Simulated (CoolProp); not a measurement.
Vapour-liquid equilibrium of R143a (1) + fluoroethane (R161) (2) at 0.00981 MPa; x and y are mole fractions of (1).

Computed with CoolProp (multi-fluid Helmholtz-energy mixture model, Lemmon and Jacobsen 2000 and Wu 2012; pair parameters Bell 2016).

```
x     bubble temperature, mixture model (K)  bubble temperature, Raoult's law (K)  y, mixture model  y, Raoult's law
----  -------------------------------------  ------------------------------------  ----------------  ---------------
0.05                                  194.1                                 194.3             0.095            0.086
0.15                                  192.9                                 193.2             0.256            0.242
0.25                                  191.9                                 192.3             0.388            0.377
0.35                                  190.9                                 191.3             0.501            0.495
0.45                                  190.1                                 190.5             0.599            0.600
0.55                                  189.4                                 189.7             0.687            0.692
0.65                                  188.7                                 188.9             0.766            0.774
0.75                                  188.0                                 188.2             0.839            0.847
0.85                                  187.4                                 187.5             0.907            0.913
0.95                                  186.8                                 186.8             0.970            0.973
```

The largest gap from Raoult's law is -0.4 K in bubble temperature, at x = 0.35. No azeotrope shows between x = 0.05 and 0.95.

Pair parameters are fitted to limited data, so mixtures are less certain than the pure fluids.
